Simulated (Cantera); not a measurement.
Input: 1 mol SiC, 0.44 mol CO2, 78 mol N2, 0.04 mol N2O, at 850 °C and 0.290 bar.

Cantera equilibrium calculation (NASA polynomials, part measured and part estimated; ideal gas, pure solids and liquids). Candidate condensed phases: C, Si, SiC, SiO2, Si2N2O, Si3N4; 34 gas species. Rates play no part.

Base state: N2 0.995, CO 0.00539 (mole fractions); condensed: C(graphite) + Si2N2O(s).

Question: What changes in the equilibrium state with this change: temperature from 850 °C to 1525 °C?

Answer: 
```
species            before     after
----------------  -------  --------
N2                  0.995     0.990
CO                0.00539   0.00950
SiO                 <1e-9  0.000462
C(graphite), mol     1.02         0
Si2N2O(s), mol      0.500     0.136
SiC(s), mol             0     0.692
```
Mutual solubility and eutectic melting of coexisting phases are not modelled.
